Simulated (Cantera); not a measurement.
A perfectly stirred reactor is fed with H2 : O2 = 0.01 : 1 (molar parts), at 0.00170 bar; it is held at 1400 K, and followed from long to short residence time.

Model: GRI-Mech 3.0 (53 species, 325 reactions), integrated in Cantera. Radical loss at walls, strong at low pressure, is not modelled.

Problem. What does this change do: 0.0074 parts H2O added?

Solution. 
```json
[
 {"quantity": "x(H2) at τ = 4.60 s", "before": "4.45e-5", "after": "6.49e-5"},
 {"quantity": "x(O2) at τ = 4.60 s", "before": "0.982", "after": "0.975"},
 {"quantity": "x(H) at τ = 4.60 s", "before": "0.000229", "after": "0.000265"},
 {"quantity": "x(H2O) at τ = 4.60 s", "before": "0.00913", "after": "0.0161"},
 {"quantity": "x(OH) at τ = 4.60 s", "before": "0.00124", "after": "0.00156"},
 {"quantity": "x(H2) at τ = 23.0 ms", "before": "0.00163", "after": "0.00160"},
 {"quantity": "x(O2) at τ = 23.0 ms", "before": "0.982", "after": "0.975"},
 {"quantity": "x(H) at τ = 23.0 ms", "before": "0.000392", "after": "0.000411"},
 {"quantity": "x(H2O) at τ = 23.0 ms", "before": "0.00703", "after": "0.0142"},
 {"quantity": "x(OH) at τ = 23.0 ms", "before": "0.00209", "after": "0.00224"}
]
```
